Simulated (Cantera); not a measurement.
# Carbon deposition, reforming and gasification: C3H8 + CO2 + N2

A closed system holds: 1 mol C3H8, a varied amount of CO2, 38 mol N2, held at 9.20 mbar.

Cantera equilibrium calculation (NASA polynomials, part measured and part estimated; ideal gas, pure solids and liquids). Candidate condensed phases: C, C6H6, C7H8, C8H18, H2O; 136 gas species. Rates play no part.

**Question.** Map the stable condensed phases over T = 1625, 1725, 1825, 1925, 2025, 2125, 2225, 2325, 2425, 2525, 2625, 2725, 2825, 2925 K and n(CO2) in mol = 0.64, 0.82, 1, 1.3, 1.7, 2.2, 2.8, 3.6, 4.7, 6.

**Answer.** 
```
T in K \ n(CO2) in mol
         0.64 0.82    1  1.3  1.7  2.2  2.8  3.6  4.7    6
   2925     A    A    A    A    A    A    A    A    A    A
   2825     B    A    A    A    A    A    A    A    A    A
   2725     B    B    B    B    A    A    A    A    A    A
   2625     B    B    B    B    B    A    A    A    A    A
   2525     B    B    B    B    B    A    A    A    A    A
   2425     B    B    B    B    B    B    A    A    A    A
   2325     B    B    B    B    B    B    A    A    A    A
   2225     B    B    B    B    B    B    A    A    A    A
   2125     B    B    B    B    B    B    A    A    A    A
   2025     B    B    B    B    B    B    A    A    A    A
   1925     B    B    B    B    B    B    B    A    A    A
   1825     B    B    B    B    B    B    B    A    A    A
   1725     B    B    B    B    B    B    B    A    A    A
   1625     B    B    B    B    B    B    B    A    A    A
```
A: gas only; B: C.
